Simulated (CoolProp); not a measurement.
Properties of dodecamethylcyclohexasiloxane (D6) along the isobar 520 kPa.

Computed with CoolProp (reference Helmholtz-energy equation of state, Colonna 2008). It is a short technical equation, of lower accuracy than the large ones.

| T (K) | phase | density (kg/m³) | cp (kJ/(kg K)) | isothermal compressibility (1/MPa) | fugacity coefficient |
|---|---|---|---|---|---|
| 343.7 | liquid | 919.6 | 1.659 | 0.003371 | 0.0002569 |
| 363.4 | liquid | 897.9 | 1.699 | 0.003831 | 0.0008541 |
| 383.1 | liquid | 875.9 | 1.739 | 0.004377 | 0.002413 |
| 402.8 | liquid | 853.6 | 1.780 | 0.005035 | 0.005951 |
| 422.5 | liquid | 830.9 | 1.821 | 0.005840 | 0.01309 |
| 442.2 | liquid | 807.7 | 1.862 | 0.006845 | 0.02612 |
| 461.9 | liquid | 783.8 | 1.903 | 0.008128 | 0.04797 |
| 481.6 | liquid | 759.0 | 1.944 | 0.009811 | 0.08199 |
| 501.4 | liquid | 732.8 | 1.986 | 0.01211 | 0.1319 |
